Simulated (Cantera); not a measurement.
**Thermodynamics of abatement and gas-phase synthesis, feed CO₂ + SO₂ + H₂**

Feed: 1 mol CO₂, 0.093 mol SO₂, 0.59 mol H₂.

Cantera equilibrium calculation (NASA polynomials, part measured and part estimated; ideal gas, pure solids and liquids). Candidate condensed phases: C, C₆H₆, C₇H₈, C₈H₁₈, H₂O, H₂SO₄, S; 123 gas species. The ideal-gas law is rough above about 30 bar. Kinetics and transport are ignored.

Stable condensed phases:

```
T in K \ P in Pa
               10       44      200      880     3900    17000    77000   340000  1500000  6800000 30000000
   1698         A        A        A        A        A        A        A        A        A        A        A
   1598         A        A        A        A        A        A        A        A        A        A        A
   1498         A        A        A        A        A        A        A        A        A        A        A
   1398         A        A        A        A        A        A        A        A        A        A        A
   1298         A        A        A        A        A        A        A        A        A        A        A
   1198         A        A        A        A        A        A        A        A        A        A        A
   1098         A        A        A        A        A        A        A        A        A        A        A
    998         A        A        A        A        A        A        A        A        A        A        A
    898         A        A        A        A        A        A        A        A        A        B        B
    798         A        A        A        A        A        A        A        B        B        B        B
    698         A        A        A        A        A        B        B        B        B        B        B
    598         A        A        B        B        B        B        B        B        B        B        C
```

A: gas only; B: C; C: C + H₂O.
